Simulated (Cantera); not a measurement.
An isothermal, constant-pressure homogeneous reactor starts with NO : N2 = 1 : 0.82 (molar parts), at 1475 K and 100.0 Torr. Integrator tolerance rtol = 1e-08.

Detailed kinetics in Cantera: GRI-Mech 3.0 (53 species, 325 reactions).

Problem. What does this change do: pressure from 100.0 Torr to 24.8 Torr?

Solution. 
| quantity | before | after |
|---|---|---|
| x(NO) at 100 s | 0.500 (gas-phase equilibrium 0.00119) | 0.536 (gas-phase equilibrium 0.00119) |
| x(N2) at 100 s | 0.475 (gas-phase equilibrium 0.725) | 0.457 (gas-phase equilibrium 0.725) |
| x(O2) at 100 s | 0.0243 (gas-phase equilibrium 0.274) | 0.00643 (gas-phase equilibrium 0.274) |
| x(N2O) at 100 s | 7.74e-5 (gas-phase equilibrium 2.58e-8) | 8.79e-5 (gas-phase equilibrium 1.28e-8) |
| x(O) at 100 s | 1.35e-6 (gas-phase equilibrium 4.14e-6) | 1.76e-6 (gas-phase equilibrium 8.33e-6) |
| x(NO2) at 100 s | 0.000362 (gas-phase equilibrium 2.86e-6) | 0.000102 (gas-phase equilibrium 1.42e-6) |
Radical loss at walls, strong at low pressure, is not modelled.

Problem. What does this change do: pressure from 100.0 Torr to 750 Torr?

Solution. 
```csv
quantity,before,after
x(NO) at 100 s,0.500 (gas-phase equilibrium 0.00119),0.316 (gas-phase equilibrium 0.00119)
x(N2) at 100 s,0.475 (gas-phase equilibrium 0.725),0.567 (gas-phase equilibrium 0.725)
x(O2) at 100 s,0.0243 (gas-phase equilibrium 0.274),0.115 (gas-phase equilibrium 0.274)
x(N2O) at 100 s,7.74e-5 (gas-phase equilibrium 2.58e-8),3.26e-5 (gas-phase equilibrium 7.05e-8)
x(O) at 100 s,1.35e-6 (gas-phase equilibrium 4.14e-6),9.93e-7 (gas-phase equilibrium 1.51e-6)
x(NO2) at 100 s,0.000362 (gas-phase equilibrium 2.86e-6),0.00136 (gas-phase equilibrium 7.84e-6)
```
